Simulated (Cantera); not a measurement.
Feed: 1 mol CH3Cl, 0.077 mol H2, held at 3225 °C and 0.0100 bar.

These are equilibrium values from Cantera (NASA tables, ideal gas, pure condensed phases), not measurements of a reactor. Candidate condensed phases: C, C6H6, C7H8, C8H18; 91 gas species. The tables' values for CCl are old estimates; treat these amounts as uncertain. The numbers say what is thermodynamically allowed, not how fast it happens.

Base state: H 0.648, Cl 0.210, C 0.0679, C3 0.0358, C2 0.0173, H2 0.0121, HCl 0.00593, C2H 0.00233 (mole fractions); condensed: gas only.

What changes in the equilibrium state with this change: temperature from 3225 °C to 550 °C?


```
species             before    after
----------------  --------  -------
H2                  0.0121    0.515
HCl                0.00593    0.483
CH4                  <1e-9  0.00247
H                    0.648    <1e-9
Cl                   0.210    <1e-9
C                   0.0679    <1e-9
C3                  0.0358    <1e-9
C2                  0.0173    <1e-9
C2H                0.00233    <1e-9
CH                0.000167    <1e-9
C2H2 (acetylene)  0.000139    <1e-9
C(graphite), mol         0    0.995
```

What changes in the equilibrium state with this change: temperature from 3225 °C to 800 °C?


| species | before | after |
|---|---|---|
| H2 | 0.0121 | 0.518 |
| HCl | 0.00593 | 0.482 |
| CH4 | <1e-9 | 0.000123 |
| H | 0.648 | 1.01e-7 |
| C | 0.0679 | <1e-9 |
| C3 | 0.0358 | <1e-9 |
| C2 | 0.0173 | <1e-9 |
| Cl | 0.210 | 8.47e-8 |
| C2H | 0.00233 | <1e-9 |
| CH | 0.000167 | <1e-9 |
| C(graphite), mol | 0 | 1.000 |
